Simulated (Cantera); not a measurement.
A freely propagating, adiabatic, planar premixed flame of CH3OH : O2 : N2 = 1 : 2 : 6.06 (molar parts), equivalence ratio 0.75, unburnt at 325 K and 6.60 bar; mixture-averaged transport, grid criteria slope 0.08 and curve 0.16, no radiation.

Cantera simulation using GRI-Mech 3.0 (53 species, 325 reactions); the numbers are that mechanism's predictions, not measurements. GRI-Mech 3.0 was tuned for natural gas; its chemistry of methanol as a main component is partial and can be far from experiment. Burning velocities carry a grid error of a few per cent, more on coarse grids.

x: mole fraction of selected species; z is measured from the peak of heat release.

```json
[
 {"z (mm)": "-0.293", "T (K)": "325", "u (m/s)": "0.219", "x CH3OH": "0.110", "x O2": "0.221", "x C2H2": "<1e-8", "x CO": "5.32e-6", "x H2O": "6.16e-5", "x CH2O": "1.81e-7"},
 {"z (mm)": "-0.195", "T (K)": "328", "u (m/s)": "0.221", "x CH3OH": "0.110", "x O2": "0.220", "x C2H2": "<1e-8", "x CO": "6.01e-5", "x H2O": "0.000609", "x CH2O": "3.14e-6"},
 {"z (mm)": "-0.147", "T (K)": "342", "u (m/s)": "0.231", "x CH3OH": "0.110", "x O2": "0.219", "x C2H2": "<1e-8", "x CO": "0.000391", "x H2O": "0.00345", "x CH2O": "3.15e-5"},
 {"z (mm)": "-0.0977", "T (K)": "448", "u (m/s)": "0.305", "x CH3OH": "0.104", "x O2": "0.209", "x C2H2": "<1e-8", "x CO": "0.00296", "x H2O": "0.0213", "x CH2O": "0.000392"},
 {"z (mm)": "-0.0489", "T (K)": "906", "u (m/s)": "0.635", "x CH3OH": "0.0725", "x O2": "0.168", "x C2H2": "<1e-8", "x CO": "0.0159", "x H2O": "0.0844", "x CH2O": "0.00300"},
 {"z (mm)": "-0.0244", "T (K)": "1307", "u (m/s)": "0.935", "x CH3OH": "0.0373", "x O2": "0.129", "x C2H2": "<1e-8", "x CO": "0.0289", "x H2O": "0.134", "x CH2O": "0.00591"},
 {"z (mm)": "0", "T (K)": "1730", "u (m/s)": "1.26", "x CH3OH": "0.00280", "x O2": "0.0879", "x C2H2": "<1e-8", "x CO": "0.0399", "x H2O": "0.182", "x CH2O": "0.00274"},
 {"z (mm)": "0.0244", "T (K)": "1916", "u (m/s)": "1.38", "x CH3OH": "2.28e-6", "x O2": "0.0674", "x C2H2": "<1e-8", "x CO": "0.0252", "x H2O": "0.196", "x CH2O": "8.89e-6"},
 {"z (mm)": "0.0489", "T (K)": "2009", "u (m/s)": "1.44", "x CH3OH": "<1e-8", "x O2": "[?]", "x C2H2": "<1e-8", "x CO": "[?]", "x H2O": "0.199", "x CH2O": "[?]"},
 {"z (mm)": "0.0977", "T (K)": "2094", "u (m/s)": "1.49", "x CH3OH": "<1e-8", "x O2": "0.0551", "x C2H2": "<1e-8", "x CO": "0.00627", "x H2O": "0.203", "x CH2O": "<1e-8"},
 {"z (mm)": "0.195", "T (K)": "2145", "u (m/s)": "1.53", "x CH3OH": "<1e-8", "x O2": "0.0529", "x C2H2": "<1e-8", "x CO": "[?]", "x H2O": "0.206", "x CH2O": "<1e-8"},
 {"z (mm)": "0.391", "T (K)": "2162", "u (m/s)": "1.54", "x CH3OH": "<1e-8", "x O2": "0.0523", "x C2H2": "<1e-8", "x CO": "0.00104", "x H2O": "0.207", "x CH2O": "<1e-8"},
 {"z (mm)": "0.782", "T (K)": "2165", "u (m/s)": "1.54", "x CH3OH": "<1e-8", "x O2": "0.0522", "x C2H2": "<1e-8", "x CO": "0.000842", "x H2O": "0.208", "x CH2O": "<1e-8"}
]
```

Fill in the missing entries.


- 0.0489, x O2: 0.0600
- 0.0489, x CO: 0.0144
- 0.0489, x CH2O: 1.36e-8
- 0.195, x CO: 0.00235
